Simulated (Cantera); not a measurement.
Reactions in the system Cl-Li-O

Source: NASA polynomial tables (part measured, part estimated), evaluated in Cantera. Values are per mole of reaction as written; species without (g) are pure solids or liquids, kept so even where they would boil at 1 bar.

3 Li₂O + 6 Cl(g) ⇌ O₃(g) + 6 LiCl(g)

```json
[
 {"T (K)": "1200", "ΔH° (kJ)": "-52.4", "ΔS° (J/K)": "286.9", "ΔG° (kJ)": "-396.7", "log10 K": "17.27", "condensed phases": "Li₂O(s)"},
 {"T (K)": "1400", "ΔH° (kJ)": "-77.9", "ΔS° (J/K)": "267.2", "ΔG° (kJ)": "-452.0", "log10 K": "16.87", "condensed phases": "Li₂O(s)"},
 {"T (K)": "1600", "ΔH° (kJ)": "-104.4", "ΔS° (J/K)": "249.6", "ΔG° (kJ)": "-503.7", "log10 K": "16.44", "condensed phases": "Li₂O(s)"},
 {"T (K)": "1800", "ΔH° (kJ)": "-131.0", "ΔS° (J/K)": "233.9", "ΔG° (kJ)": "-552.0", "log10 K": "16.02", "condensed phases": "Li₂O(s)"},
 {"T (K)": "2000", "ΔH° (kJ)": "-333.3", "ΔS° (J/K)": "124.6", "ΔG° (kJ)": "-582.4", "log10 K": "15.21", "condensed phases": "Li₂O(l)"},
 {"T (K)": "2200", "ΔH° (kJ)": "-358.7", "ΔS° (J/K)": "112.4", "ΔG° (kJ)": "-606.0", "log10 K": "14.39", "condensed phases": "Li₂O(l)"},
 {"T (K)": "2400", "ΔH° (kJ)": "-382.8", "ΔS° (J/K)": "101.9", "ΔG° (kJ)": "-627.5", "log10 K": "13.66", "condensed phases": "Li₂O(l)"},
 {"T (K)": "2600", "ΔH° (kJ)": "-405.9", "ΔS° (J/K)": "92.7", "ΔG° (kJ)": "-646.9", "log10 K": "13.00", "condensed phases": "Li₂O(l)"}
]
```
